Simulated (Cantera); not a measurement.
Input: 1 mol SiF4, 0.54 mol NH3, 0.44 mol H2, equilibrated at 1125 K and 32000 Pa.

Method: chemical equilibrium by Gibbs-energy minimisation in Cantera with the NASA 1993 tables (ideal gas, pure condensed phases). Candidate condensed phases: Si, Si3N4; 37 gas species. The tables' values for SiF3 are old estimates; treat these amounts as uncertain. The numbers say what is thermodynamically allowed, not how fast it happens.

Base state: H2 0.494, SiF4 0.395, N2 0.107, HF 0.00167, SiHF3 0.00155, SiF3 0.000116, NH3 1.01e-5 (mole fractions); condensed: gas only.

Q: What changes in the equilibrium state with this change: NH3 from 0.54 to 0.11 mol?

A: 
```csv
species,before,after
SiF4,0.395,0.601
H2,0.494,0.363
N2,0.107,0.0331
NH3,1.01e-5,3.53e-6
SiF3,0.000116,0.000142
HF,0.00167,0.00178
SiHF3,0.00155,0.00163
```
